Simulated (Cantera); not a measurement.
An isothermal, constant-pressure homogeneous reactor starts with 16.9 % CH₄, 83.1 % CO₂, at 1550 K and 1.01 bar.

Cantera simulation using GRI-Mech 3.0 (53 species, 325 reactions); the numbers are that mechanism's predictions, not measurements.

x: mole fraction; the columns are a selection and need not sum to one.

```tsv
t (s)	x CH₄	x CO₂	x H₂	x CO	x CH₂CO	x H₂O	x OH
6.00e-5	0.169	0.830	1.33e-5	8.21e-7	<1e-12	8.15e-7	2.25e-9
0.000221	0.169	0.830	5.26e-5	3.37e-6	1.02e-12	3.25e-6	2.70e-9
0.000812	0.169	0.830	0.000245	1.78e-5	3.79e-11	1.58e-5	4.13e-9
0.00299	0.167	0.830	0.00142	0.000139	…	0.000111	1.06e-8
0.0110	0.159	0.824	0.00915	0.00166	…	0.00137	4.32e-8
0.0404	0.133	0.792	0.0302	0.0153	…	0.0140	1.26e-7
0.149	0.0808	0.688	0.0366	0.0821	…	0.0764	3.49e-7
0.546	0.0205	0.524	0.0300	0.208	…	0.166	8.86e-7
2.01	0.00872	0.410	0.0517	0.329	…	0.176	8.35e-7
7.39	0.00363	0.339	0.0743	0.408	…	0.172	6.47e-7
27.2	0.000130	0.322	0.0811	0.425	…	0.172	6.12e-7
100	3.24e-9	0.322	0.0812	0.425	<1e-12	0.172	6.38e-7
```

Fill in the missing entries.


- 0.00299, x CH₂CO: 1.54e-9
- 0.0110, x CH₂CO: 9.81e-8
- 0.0404, x CH₂CO: 2.71e-6
- 0.149, x CH₂CO: 1.97e-5
- 0.546, x CH₂CO: 6.49e-5
- 2.01, x CH₂CO: 2.70e-5
- 7.39, x CH₂CO: 2.99e-6
- 27.2, x CH₂CO: 1.83e-8
